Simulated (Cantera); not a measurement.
A closed system holds: 1 mol MgO, 0.17 mol H₂O, 0.061 mol O₂, held at 525 °C and 0.930 bar.

These are equilibrium values from Cantera (NASA tables, ideal gas, pure condensed phases), not measurements of a reactor. Candidate condensed phases: H₂O, Mg, MgO, Mg(OH)₂; 15 gas species. The numbers say what is thermodynamically allowed, not how fast it happens.

Base state: H₂O 0.736, O₂ 0.264 (mole fractions); condensed: MgO(s).

Q: What changes in the equilibrium state with this change: MgO replaced by AlN?

A: 
| species | before | after |
|---|---|---|
| H₂ | <1e-9 | 0.635 |
| N₂ | 0 | 0.364 |
| NH₃ | 0 | 0.000865 |
| H₂O | 0.736 | 1.21e-8 |
| O₂ | 0.264 | <1e-9 |
| MgO(s), mol | 1.00 | 0 |
| AlN(s), mol | 0 | 0.805 |
| Al₂O₃(s), mol | 0 | 0.0973 |
Further candidate phases: Al, AlN, Al₂O₃.
